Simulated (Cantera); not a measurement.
Feed: 1 mol SiH4, 6.2 mol CO2, 4.6 mol O2, equilibrated at 64.5 Torr.

These are equilibrium values from Cantera (NASA tables, ideal gas, pure condensed phases), not measurements of a reactor. Candidate condensed phases: C, C6H6, C7H8, C8H18, H2O, Si, SiC, SiO2; 123 gas species. The tables hold silica as quartz up to 1696 K and as liquid above; real silica turns to tridymite and cristobalite and melts near 1996 K. Gases not in the tables: Si(OH)4. Kinetics and transport are ignored. All values below are at 1052 °C.

Base state: CO2 0.574, O2 0.241, H2O 0.185, OH 3.63e-5 (mole fractions); condensed: SiO2(β-quartz).

### Question
What changes in the equilibrium state with this change: SiH4 replaced by Si2H6?

### Answer
| species | before | after |
|---|---|---|
| CO2 | 0.574 | 0.602 |
| H2O | 0.185 | 0.291 |
| O2 | 0.241 | 0.107 |
| OH | 3.63e-5 | 3.71e-5 |
| SiO2(β-quartz), mol | 1.00 | 2.00 |
The feed counts by its element totals alone.
